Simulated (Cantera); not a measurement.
Input: 1 mol SiH2Cl2, 0.42 mol HCl, 36 mol H2, 0.22 mol Cl2, equilibrated at 0.133 bar.

Method: chemical equilibrium by Gibbs-energy minimisation in Cantera with the NASA 1993 tables (ideal gas, pure condensed phases). Candidate condensed phases: Si; 19 gas species. The tables' values for SiCl3 are old estimates; treat these amounts as uncertain. Rates play no part.

At 1125 K, list the 5 most abundant gas species with their mole fractions, and the condensed phases.

H2 0.959, HCl 0.0260, SiCl4 0.00717, SiHCl3 0.00460, SiCl2 0.00149. Condensed: Si(s).
